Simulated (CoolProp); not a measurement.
Ethane along the isobar 46.2 bar: density (kg/m³) from the reference equation and from simpler models built on Tc = 32.2 °C, pc = 48.72 bar, ω = 0.099; each cubic takes its own stable root.

Computed with CoolProp (reference Helmholtz-energy equation of state, Bücker 2006).

| T (°C) | phase | reference |
|---|---|---|
| 7.75 | liquid | 394.0 |
| 34.35 | gas | 103.5 |
| 60.95 | gas | 70.52 |
| 87.55 | gas | 58.48 |
| 114.15 | gas | 51.10 |
| 140.75 | gas | 45.85 |
| 167.35 | gas | 41.82 |
| 193.95 | gas | 38.58 |
| 220.55 | gas | 35.90 |
| 247.15 | gas | 33.62 |

Problem. How far does each simpler model (van der Waals, Redlich-Kwong, Soave-Redlich-Kwong, Peng-Robinson) lie from the reference over these 10 states: mean and median of the absolute difference, and the worst?

Solution. 
- van der Waals: mean 5.7 %, median 2.4 %, worst -33.7 % at 7.75 °C and 46.2 bar
- Redlich-Kwong: mean 2.1 %, median 1.0 %, worst -12.0 % at 7.75 °C and 46.2 bar
- Soave-Redlich-Kwong: mean 1.8 %, median 0.8 %, worst -10.7 % at 7.75 °C and 46.2 bar
- Peng-Robinson: mean 2.0 %, median 1.7 %, worst +3.9 % at 34.35 °C and 46.2 bar
